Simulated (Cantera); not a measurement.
Charge: 1 mol Si, 3.6 mol Cl2, 94 mol H2, held at 0.0473 Torr.

These are equilibrium values from Cantera (NASA tables, ideal gas, pure condensed phases), not measurements of a reactor. Candidate condensed phases: Si; 19 gas species. The numbers say what is thermodynamically allowed, not how fast it happens.

### Question
Which condensed phases are stable at each of these points (T (°C)): 650, 675, 700, 725, 750, 775, 800, 825, 850, 875, 900, 925?

### Answer
| T (°C) | condensed phases | Si condensed (%) |
|---|---|---|
| 650 | gas only | 0.0 |
| 675 | Si(s) | 3.1 |
| 700 | Si(s) | 12.7 |
| 725 | Si(s) | 19.5 |
| 750 | Si(s) | 23.5 |
| 775 | Si(s) | 25.1 |
| 800 | Si(s) | 25.2 |
| 825 | Si(s) | 24.5 |
| 850 | Si(s) | 23.3 |
| 875 | Si(s) | 21.9 |
| 900 | Si(s) | 20.4 |
| 925 | Si(s) | 18.9 |

At 650 °C nothing is condensed. From 675 °C to 925 °C the condensed part is Si(s).
